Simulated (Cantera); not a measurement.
An adiabatic, constant-volume homogeneous reactor starts with CH₄ : O₂ : N₂ = 1 : 1.82 : 6.84 (molar parts), equivalence ratio 1.1, at 1425 K and 13.8 atm. Integrator tolerance rtol = 1e-08.

Detailed kinetics in Cantera: GRI-Mech 3.0 (53 species, 325 reactions). The pressure lies above the range GRI-Mech 3.0 was tuned for (to about 10 atm). Above 3000 K some thermodynamic fits are extrapolated.

Q: What does this change do: initial temperature 1425 to 1325 K?

A: 
```json
[
 {"quantity": "time of steepest temperature rise", "before": "0.277 ms", "after": "0.776 ms"},
 {"quantity": "temperature at 6.00 s", "before": "3132 K", "after": "3094 K"},
 {"quantity": "equilibrium temperature", "before": "3132 K", "after": "3094 K"},
 {"quantity": "x(CH₄) at 6.00 s", "before": "1.26e-12 (gas-phase equilibrium 1.53e-12)", "after": "1.19e-12 (gas-phase equilibrium 1.44e-12)"},
 {"quantity": "x(O₂) at 6.00 s", "before": "0.00852 (gas-phase equilibrium 0.00852)", "after": "0.00758 (gas-phase equilibrium 0.00758)"},
 {"quantity": "x(C₂H₄) at 6.00 s", "before": "<1e-12 (gas-phase equilibrium <1e-12)", "after": "<1e-12 (gas-phase equilibrium <1e-12)"},
 {"quantity": "x(C₂H₆) at 6.00 s", "before": "<1e-12 (gas-phase equilibrium <1e-12)", "after": "<1e-12 (gas-phase equilibrium <1e-12)"},
 {"quantity": "x(HCN) at 6.00 s", "before": "5.24e-8 (gas-phase equilibrium 5.24e-8)", "after": "4.70e-8 (gas-phase equilibrium 4.70e-8)"},
 {"quantity": "x(H₂O₂) at 6.00 s", "before": "1.81e-6 (gas-phase equilibrium 1.81e-6)", "after": "1.70e-6 (gas-phase equilibrium 1.70e-6)"},
 {"quantity": "x(O) at 6.00 s", "before": "0.00285 (gas-phase equilibrium 0.00285)", "after": "0.00232 (gas-phase equilibrium 0.00232)"}
]
```

Q: What does this change do: pressure from 13.8 atm to 9.87 atm?

A: 
```csv
quantity,before,after
time of steepest temperature rise,0.277 ms,0.381 ms
temperature at 6.00 s,3132 K,3104 K
equilibrium temperature,3132 K,3104 K
x(CH₄) at 6.00 s,1.26e-12 (gas-phase equilibrium 1.53e-12),<1e-12 (gas-phase equilibrium <1e-12)
x(O₂) at 6.00 s,0.00852 (gas-phase equilibrium 0.00852),0.00918 (gas-phase equilibrium 0.00918)
x(C₂H₄) at 6.00 s,<1e-12 (gas-phase equilibrium <1e-12),<1e-12 (gas-phase equilibrium <1e-12)
x(C₂H₆) at 6.00 s,<1e-12 (gas-phase equilibrium <1e-12),<1e-12 (gas-phase equilibrium <1e-12)
x(HCN) at 6.00 s,5.24e-8 (gas-phase equilibrium 5.24e-8),4.03e-8 (gas-phase equilibrium 4.03e-8)
x(H₂O₂) at 6.00 s,1.81e-6 (gas-phase equilibrium 1.81e-6),1.50e-6 (gas-phase equilibrium 1.50e-6)
x(O) at 6.00 s,0.00285 (gas-phase equilibrium 0.00285),0.00322 (gas-phase equilibrium 0.00322)
```
